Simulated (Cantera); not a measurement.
Charge: 1 mol MgCO3, 0.34 mol H2S, 9.2 mol CO2, equilibrated at 1325 °C and 1.00 bar.

Method: chemical equilibrium by Gibbs-energy minimisation in Cantera with the NASA 1993 tables (ideal gas, pure condensed phases). Candidate condensed phases: C, C6H6, C7H8, C8H18, H2O, H2SO4, Mg, MgCO3, MgO, Mg(OH)2, MgS, MgSO4, S; 130 gas species. Rates play no part.

Base state: CO2 0.846, CO 0.0917, SO2 0.0307, H2O 0.0301, H2 0.00109, SO 0.000266, S2 8.93e-5, COS 6.81e-5 (mole fractions); condensed: MgO(s).

**Question.** What changes in the equilibrium state with this change: H2S from 0.34 to 4 mol?

**Answer.** 
```json
[
 {"species": "CO2", "before": "0.846", "after": "0.385"},
 {"species": "CO", "before": "0.0917", "after": "0.239"},
 {"species": "H2O", "before": "0.0301", "after": "0.182"},
 {"species": "H2S", "before": "2.40e-5", "after": "0.0263"},
 {"species": "S2", "before": "8.93e-5", "after": "0.0898"},
 {"species": "H2", "before": "0.00109", "after": "0.0377"},
 {"species": "SO2", "before": "0.0307", "after": "0.0298"},
 {"species": "CS2", "before": "1.30e-9", "after": "1.94e-5"},
 {"species": "SH", "before": "7.28e-6", "after": "0.00136"},
 {"species": "S2O", "before": "7.89e-6", "after": "0.00139"},
 {"species": "COS", "before": "6.81e-5", "after": "0.00563"},
 {"species": "MgO(s), mol", "before": "1.00", "after": "1.000"}
]
```
